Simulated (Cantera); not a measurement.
What does this Cantera script print?

```python
import numpy as np
import cantera as ct

gas_names = [...]  # 87 gases of nasa_gas.yaml made of C, H, Si
cond_names = """
    C(gr) C6H6(L) C7H8(L) C8H18(L),n-octa Si(cr) Si(L) SiC(b)
""".split()


# ... load() reads the species with a 1 bar reference pressure and builds the phases ...
atoms = {
    'SiC': {'Si': 1, 'C': 1},
    'Si': {'Si': 1},
    'H2': {'H': 2},
    'C': {'C': 1},
}
top_T = {'C(gr)': 4500, 'SiC(b)': 3050}  # K; cautious upper limits of use, not melting points


# ... equilibrate(T, P, feed) seeds the gas with the atoms and calls Mixture.equilibrate('TP', solver="vcs", rtol=1e-11, max_steps=5000) ...
results = []
feed = {'SiC': 1, 'Si': 0.011, 'H2': 0.042, 'C': 0.016}  # mol
P = 1600  # Pa
for T in [2000, 2050, 2100, 2150, 2200, 2250, 2300, 2350, 2400, 2450, 2500]:
    mix = equilibrate(T, P, feed)
    results.append((T, P, feed, dict(zip(mix.species_names, mix.species_moles))))

top = {s: max(r[3][s] / sum(r[3][g] for g in gas_names) for r in results) for s in gas_names}
cols = sorted((s for s in top if top[s] > 1e-06), key=lambda s: -top[s])[:9]
seen = [c for c in cond_names if any(r[3].get(c, 0) > 1e-12 for r in results)]
print("log10 of partial pressures in bar; condensed amounts in mol")
print(f"{'T/K':>10s}" + "".join(f"{s[:9]:>10s}" for s in cols + seen))
for T, P, feed, n in results:
    ng = sum(n[g] for g in gas_names)
    print(f"{T:10.4g}" + "".join(f"{np.log10(max(n[s] / ng * P / 1e5, 1e-99)):10.3f}" for s in cols)
          + "".join(f"{n.get(c, 0):10.4g}" for c in seen))
```

It prints:

```
log10 of partial pressures in bar; condensed amounts in mol
       T/K        H2         H        Si      SiC2      Si2C C2H2,acet       SiH       Si2      SiH2     C(gr)    SiC(b)
      2000    -1.802    -3.690    -5.622    -7.005    -7.184    -4.916    -6.692    -8.867    -7.037  0.004943     1.011
      2050    -1.804    -3.546    -5.295    -6.579    -6.767    -4.778    -6.415    -8.411    -6.840  0.004926     1.011
      2100    -1.808    -3.410    -4.983    -6.174    -6.371    -4.648    -6.152    -7.976    -6.655  0.004909     1.011
      2150    -1.812    -3.281    -4.686    -5.788    -5.994    -4.525    -5.903    -7.562    -6.479  0.004897     1.011
      2200    -1.818    -3.158    -4.403    -5.420    -5.634    -4.409    -5.666    -7.168    -6.313  0.004899     1.011
      2250    -1.825    -3.042    -4.132    -5.069    -5.291    -4.301    -5.440    -6.791    -6.156   0.00493     1.011
      2300    -1.836    -2.932    -3.874    -4.734    -4.964    -4.200    -5.226    -6.431    -6.010  0.005018      1.01
      2350    -1.850    -2.829    -3.626    -4.413    -4.650    -4.108    -5.024    -6.086    -5.874   0.00521      1.01
      2400    -1.869    -2.733    -3.389    -4.106    -4.351    -4.026    -4.833    -5.757    -5.750  0.005587     1.009
      2450    -1.897    -2.646    -3.162    -3.812    -4.064    -3.957    -4.655    -5.441    -5.640  0.006287     1.008
      2500    -1.938    -2.569    -2.944    -3.530    -3.789    -3.904    -4.491    -5.138    -5.549  0.007571     1.005
```

Cantera equilibrium calculation (NASA polynomials, part measured and part estimated; ideal gas, pure solids and liquids). Gases not in the tables: Si2H6 and higher silanes.
